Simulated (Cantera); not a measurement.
## Gas-phase reforming

A perfectly stirred reactor is fed with CH4 : H2O = 1 : 3.3 (molar parts), at 105 Torr; it is held at 1648 K, and followed from long to short residence time.

Cantera simulation using GRI-Mech 3.0 (53 species, 325 reactions); the numbers are that mechanism's predictions, not measurements.

```json
[
 {"τ (s)": "1.8", "x CH4": "0.0335", "x H2O": "0.489", "x C2H6": "1.01e-5", "x CH2": "1.18e-7", "x O2": "7.94e-10", "x O": "1.35e-9", "x HCO": "3.80e-9"},
 {"τ (s)": "0.78", "x CH4": "0.0464", "x H2O": "0.546", "x C2H6": "2.14e-5", "x CH2": "1.77e-7", "x O2": "1.03e-9", "x O": "1.36e-9", "x HCO": "4.75e-9"},
 {"τ (s)": "0.34", "x CH4": "0.0641", "x H2O": "0.601", "x C2H6": "4.44e-5", "x CH2": "2.48e-7", "x O2": "1.36e-9", "x O": "1.42e-9", "x HCO": "6.25e-9"},
 {"τ (s)": "0.15", "x CH4": "0.0882", "x H2O": "0.648", "x C2H6": "8.85e-5", "x CH2": "3.23e-7", "x O2": "1.82e-9", "x O": "1.53e-9", "x HCO": "8.26e-9"},
 {"τ (s)": "0.066", "x CH4": "0.119", "x H2O": "0.685", "x C2H6": "0.000166", "x CH2": "3.95e-7", "x O2": "2.42e-9", "x O": "1.77e-9", "x HCO": "1.07e-8"},
 {"τ (s)": "0.029", "x CH4": "0.152", "x H2O": "0.715", "x C2H6": "0.000283", "x CH2": "4.61e-7", "x O2": "2.97e-9", "x O": "2.18e-9", "x HCO": "1.32e-8"},
 {"τ (s)": "0.013", "x CH4": "0.183", "x H2O": "0.738", "x C2H6": "0.000412", "x CH2": "5.07e-7", "x O2": "2.90e-9", "x O": "2.69e-9", "x HCO": "1.49e-8"},
 {"τ (s)": "0.0055", "x CH4": "0.208", "x H2O": "0.755", "x C2H6": "0.000485", "x CH2": "4.94e-7", "x O2": "1.81e-9", "x O": "2.96e-9", "x HCO": "1.38e-8"},
 {"τ (s)": "0.0024", "x CH4": "0.223", "x H2O": "0.764", "x C2H6": "0.000381", "x CH2": "3.65e-7", "x O2": "5.94e-10", "x O": "2.32e-9", "x HCO": "8.12e-9"},
 {"τ (s)": "0.0011", "x CH4": "0.230", "x H2O": "0.766", "x C2H6": "0.000181", "x CH2": "1.83e-7", "x O2": "1.01e-10", "x O": "1.18e-9", "x HCO": "2.43e-9"}
]
```
x: mole fraction; the columns are a selection and need not sum to one.
